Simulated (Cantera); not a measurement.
Charge: 1 mol Ta2O5, 1.1 mol CH4, 0.25 mol CO, at 4.70 mbar.

Cantera equilibrium calculation (NASA polynomials, part measured and part estimated; ideal gas, pure solids and liquids). Candidate condensed phases: C, C6H6, C7H8, C8H18, H2O, Ta, TaC, Ta2O5; 113 gas species. Mutual solubility and eutectic melting of coexisting phases are not modelled. Condensed phases not in the tables: Ta2C, N, O or C dissolved in the metal. Equilibrium is a limit: real reactors are often held back by kinetics, nucleation or transport.

Q: At 2050 K, list the 5 most abundant gas species with their mole fractions, and the condensed phases.

A: H2 0.597, CO 0.375, H 0.0256, H2O 0.00135, TaO2 0.000522. Condensed: Ta(s) + Ta2O5(s).
